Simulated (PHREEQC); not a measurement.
Dissolve 0.013 mol HCl and 0.0033 mol NaCl per kg of water at 25 °C. It is in equilibrium with CO2 at log p = -3.5 (atm). Otherwise closed; pH follows from the charge balance.

All values are PHREEQC results (ion-association model, phreeqc.dat), not measurements.

No solid was allowed to form.

Problem. Predict the pH, specific conductance.

Solution. pH 1.93; specific conductance 5450 µS/cm.

Species that the database lacks are ignored.
